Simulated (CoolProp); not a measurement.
A single-stage vapour-compression cycle with R123: evaporating at 251.15 K (dew point), condensing at 297.15 K (bubble point), superheat 8 K, subcooling 2 K, compressor efficiency 0.65, no pressure losses. Each further row changes one setting.

The numbers come from the reference Helmholtz-energy equation of state, Younglove 1994 in CoolProp. It is a modified Benedict-Webb-Rubin equation, recast in Helmholtz form.

| case | cooling COP | pressure ratio | discharge temperature (K) | refrigerating effect (kJ/kg) | volumetric capacity (kJ/m³) |
|---|---|---|---|---|---|
| as stated | 3.08 | 8.20 | 334.5 | 151 | 116 |
| evaporating temperature 256.15 K | … | … | … | … | 153 |
| condensing temperature 292.15 K | … | 6.77 | … | 156 | 120 |
| subcooling 7 K | 3.18 | 8.20 | 334.5 | 156 | 120 |
| superheat 18 K | 3.09 | 8.20 | 345.7 | 158 | 116 |
| compressor efficiency 0.55 | 2.60 | 8.20 | … | 151 | 116 |

Task: What belongs in the gaps?

Result: 
- evaporating temperature 256.15 K, cooling COP: 3.59
- evaporating temperature 256.15 K, pressure ratio: 6.24
- evaporating temperature 256.15 K, discharge temperature (K): 330.2
- evaporating temperature 256.15 K, refrigerating effect (kJ/kg): 154
- condensing temperature 292.15 K, cooling COP: 3.52
- condensing temperature 292.15 K, discharge temperature (K): 327.5
- compressor efficiency 0.55, discharge temperature (K): 346.7
